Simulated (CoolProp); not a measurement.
A closed Brayton cycle with nitrogen: compressor inlet 324.15 K and 0.25 MPa, high pressure 0.815 MPa, turbine inlet 825 K, compressor efficiency 0.89, turbine efficiency 0.85, recuperator effectiveness 0.95 (on enthalpy, no pinch check). Each further row changes one setting.

Computed with CoolProp (reference Helmholtz-energy equation of state, Span 2000).

```csv
case,thermal efficiency (%),net work (kJ/kg),compressor to turbine work,compressor exit (K),turbine exit (K)
as stated,26.8,59.2,0.72,469.8,634.2
turbine inlet 775 K,22.5,46.1,0.77,469.8,594.2
compressor inlet 334.15 K,24.8,54.5,0.74,484.1,634.2
high pressure 0.693 MPa,29.4,58.0,0.69,446.9,657.3
recuperator effectiveness 0.5,19.8,59.2,0.72,469.8,634.2
```
